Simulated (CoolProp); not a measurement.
Vapour pressure (MPa) of R141b: the reference equation beside estimates from Tc = 204.4 °C, pc = 4.212 MPa, ω = 0.220. Clausius-Clapeyron is anchored at 20.85 °C with a constant enthalpy of vaporisation of 26.67 kJ/mol.

Values from CoolProp's reference Helmholtz-energy equation of state, Lemmon 2006. It is a short technical equation, of lower accuracy than the large ones.

```json
[
 {"T (°C)": "-5.25", "reference": "0.02199", "Lee-Kesler": "0.02173", "Clausius-Clapeyron": "0.02321", "Redlich-Kwong": "0.04109", "Soave-Redlich-Kwong": "0.02203"},
 {"T (°C)": "1.35", "reference": "0.02987", "Lee-Kesler": "0.02954", "Clausius-Clapeyron": "0.03095", "Redlich-Kwong": "0.05423", "Soave-Redlich-Kwong": "0.02987"},
 {"T (°C)": "7.85", "reference": "0.03972", "Lee-Kesler": "0.03932", "Clausius-Clapeyron": "0.04056", "Redlich-Kwong": "0.07015", "Soave-Redlich-Kwong": "0.03967"},
 {"T (°C)": "14.35", "reference": "0.05202", "Lee-Kesler": "0.05156", "Clausius-Clapeyron": "0.05250", "Redlich-Kwong": "0.08945", "Soave-Redlich-Kwong": "0.05192"},
 {"T (°C)": "20.85", "reference": "0.06718", "Lee-Kesler": "0.06668", "Clausius-Clapeyron": "0.06718", "Redlich-Kwong": "0.1126", "Soave-Redlich-Kwong": "0.06702"},
 {"T (°C)": "27.35", "reference": "0.08566", "Lee-Kesler": "0.08513", "Clausius-Clapeyron": "0.08506", "Redlich-Kwong": "0.1399", "Soave-Redlich-Kwong": "0.08543"},
 {"T (°C)": "33.95", "reference": "0.1083", "Lee-Kesler": "0.1078", "Clausius-Clapeyron": "0.1070", "Redlich-Kwong": "0.1725", "Soave-Redlich-Kwong": "0.1080"},
 {"T (°C)": "40.45", "reference": "0.1349", "Lee-Kesler": "0.1344", "Clausius-Clapeyron": "0.1329", "Redlich-Kwong": "0.2099", "Soave-Redlich-Kwong": "0.1346"}
]
```

Absolute difference from the reference over all 8 rows, mean and median: Lee-Kesler 0.8 and 0.8 %, Clausius-Clapeyron 1.9 and 1.3 %, Redlich-Kwong 70.3 and 69.8 %, Soave-Redlich-Kwong 0.2 and 0.2 %.
